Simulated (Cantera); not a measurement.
A Cantera script and its output.

```python
import numpy as np
import cantera as ct

gas = ct.Solution("gri30.yaml")
gas.TPX = 450, 101325, {'CH4': 1, 'CO': 0.1, 'O2': 3.66, 'N2': 14.3}
inlet = ct.Reservoir(gas, clone=True)
gas.equilibrate("HP")  # start burning
reactor = ct.IdealGasConstPressureReactor(gas, energy="on", clone=False)
exhaust = ct.Reservoir(gas, clone=True)
tau = [0.22, 0.092, 0.038, 0.016, 0.0065, 0.0027, 0.0011, 0.00045, 0.00019, 7.7e-05, 3.2e-05, 1.3e-05][0]
for a, b in ((inlet, reactor), (reactor, exhaust)):
    ct.MassFlowController(a, b, mdot=lambda t: reactor.mass / tau)
net = ct.ReactorNet([reactor])
show = ['CH4', 'CO', 'O2', 'CH2CO', 'C2H4']

rows = []
print(f"{'tau/s':>10s}{'T/K':>9s}" + "".join(f"{s:>11s}" for s in show))
for tau in [0.22, 0.092, 0.038, 0.016, 0.0065, 0.0027, 0.0011, 0.00045, 0.00019, 7.7e-05, 3.2e-05, 1.3e-05]:
    net.initial_time = 0.0
    net.advance(30 * tau)
    before = gas.X
    net.advance(40 * tau)
    drift = np.max(np.abs(gas.X - before) / (gas.X + 1e-9))
    rows.append([gas.T, *gas[show].X, drift])
    print(f"{tau:10.3e}{gas.T:9.1f}" + "".join(f"{x:11.3e}" for x in gas[show].X))
```

Output:

```
     tau/s      T/K        CH4         CO         O2      CH2CO       C2H4
 2.200e-01   1686.5  8.200e-06  1.937e-04  8.459e-02  7.387e-10  1.306e-09
 9.200e-02   1683.6  1.433e-05  3.480e-04  8.461e-02  1.696e-09  2.772e-09
 3.800e-02   1678.9  2.512e-05  6.316e-04  8.467e-02  3.690e-09  5.489e-09
 1.600e-02   1671.2  4.357e-05  1.131e-03  8.482e-02  7.545e-09  1.008e-08
 6.500e-03   1657.8  7.823e-05  2.067e-03  8.518e-02  1.559e-08  1.844e-08
 2.700e-03   1635.7  1.428e-04  3.719e-03  8.593e-02  3.263e-08  3.454e-08
 1.100e-03   1597.7  2.856e-04  6.833e-03  8.759e-02  7.892e-08  7.875e-08
 4.500e-04   1528.8  7.111e-04  1.318e-02  9.173e-02  2.855e-07  3.078e-07
 1.900e-04    450.0  5.247e-02  5.247e-03  1.920e-01  2.017e-19  1.481e-18
 7.700e-05    450.0  5.247e-02  5.247e-03  1.920e-01  1.475e-22  1.083e-21
 3.200e-05    450.0  5.247e-02  5.247e-03  1.920e-01  9.316e-24  6.839e-23
 1.300e-05    450.0  5.247e-02  5.247e-03  1.920e-01  5.885e-25  4.320e-24
```

Detailed kinetics in Cantera: GRI-Mech 3.0 (53 species, 325 reactions).
